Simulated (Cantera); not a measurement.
An isothermal, constant-pressure homogeneous reactor starts with C₂H₄ : H₂ = 1 : 1.8 (molar parts), at 2000 K and 1.01 bar. Integrator tolerance rtol = 1e-08.

Detailed kinetics in Cantera: GRI-Mech 3.0 (53 species, 325 reactions). GRI-Mech 3.0 was tuned for natural gas; its chemistry of ethylene as a main component is partial and can be far from experiment. GRI-Mech 3.0 stops at C3 and has no aromatics, soot or wall deposition, so with more carbon than oxygen in the feed, carbon stays in small species such as C2H2 where larger ones or solid carbon would form.

**Question.** What does this change do: pressure from 1.01 bar to 0.000220 bar?

**Answer.** 
```json
[
 {"quantity": "x(C₂H₄) at 9.00 s", "before": "0.00129 (gas-phase equilibrium 0.00129)", "after": "3.00e-6 (gas-phase equilibrium 2.43e-7)"},
 {"quantity": "x(H₂) at 9.00 s", "before": "0.731 (gas-phase equilibrium 0.731)", "after": "0.723 (gas-phase equilibrium 0.659)"},
 {"quantity": "x(H) at 9.00 s", "before": "0.00139 (gas-phase equilibrium 0.00139)", "after": "0.0163 (gas-phase equilibrium 0.0897)"},
 {"quantity": "x(C₂H₂) at 9.00 s", "before": "0.261 (gas-phase equilibrium 0.261)", "after": "0.261 (gas-phase equilibrium 0.251)"},
 {"quantity": "x(C₂H) at 9.00 s", "before": "9.27e-6 (gas-phase equilibrium 9.27e-6)", "after": "0.000110 (gas-phase equilibrium 0.000637)"},
 {"quantity": "x(CH₂) at 9.00 s", "before": "4.55e-7 (gas-phase equilibrium 4.55e-7)", "after": "4.08e-7 (gas-phase equilibrium 4.24e-7)"},
 {"quantity": "x(C₂H₆) at 9.00 s", "before": "4.85e-7 (gas-phase equilibrium 4.85e-7)", "after": "9.34e-12 (gas-phase equilibrium <1e-12)"}
]
```
Radical loss at walls, strong at low pressure, is not modelled.
